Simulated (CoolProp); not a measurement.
A simple Rankine cycle with R123: condensing at 320.15 K, boiler at 1.78 MPa, turbine inlet 453.8 K, turbine efficiency 0.7, pump efficiency 0.6, no recuperator. Each further row changes one setting.

The numbers come from the reference Helmholtz-energy equation of state, Younglove 1994 in CoolProp. It is a modified Benedict-Webb-Rubin equation, recast in Helmholtz form.

```tsv
case	thermal efficiency (%)	net work (kJ/kg)	heat in (kJ/kg)	turbine exit temperature (K)	volume ratio over the turbine
as stated	11.9	29.6	249	[?]	9.69
turbine inlet 473.8 K	11.9	31.8	[?]	[?]	9.42
condensing temperature 312.15 K	12.9	33.2	257	390.1	12.5
boiler pressure 1.25 MPa	10.4	26.6	256	407.6	6.50
turbine efficiency 0.6	[?]	25.1	249	401.0	[?]
```

### Question
Fill in the missing entries.

### Answer

- as stated, turbine exit temperature (K): 395.3
- turbine inlet 473.8 K, heat in (kJ/kg): 268
- turbine inlet 473.8 K, turbine exit temperature (K): 416.4
- turbine efficiency 0.6, thermal efficiency (%): 10.1
- turbine efficiency 0.6, volume ratio over the turbine: 9.84
